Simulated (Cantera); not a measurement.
Input: 1 mol Si3N4, 0.48 mol C, 1.4 mol N2, at 3.30 bar.

These are equilibrium values from Cantera (NASA tables, ideal gas, pure condensed phases), not measurements of a reactor. Candidate condensed phases: C, Si, SiC, Si3N4; 20 gas species. Mutual solubility and eutectic melting of coexisting phases are not modelled. The tables' values for SiN are old estimates; treat these amounts as uncertain. Kinetics and transport are ignored.

x: gas mole fraction; n: condensed amount in mol.

```
T (K)   x N2      x Si    x Si2C     x SiN  n Si(l)  n SiC(s)
-----  -----  --------  --------  --------  -------  --------
2373   0.999  0.000528   5.34e-5  0.000118     2.52     0.480
2423   0.999  0.000794   9.25e-5  0.000164     2.52     0.480
2473   0.998   0.00117  0.000156  0.000223     2.51     0.479
2523   0.997         …         …  0.000301     2.51     0.479
2573   0.996   0.00244  0.000420  0.000401     2.51     0.478
2623   0.995         …         …  0.000528     2.50     0.477
2673   0.992   0.00482   0.00104  0.000689     2.49     0.474
```

Problem. Some entries are withheld; supply them.

Solution. 
- 2623, x Si: 0.00346
- 2623, x Si2C: 0.000667
- 2523, x Si: 0.00171
- 2523, x Si2C: 0.000259
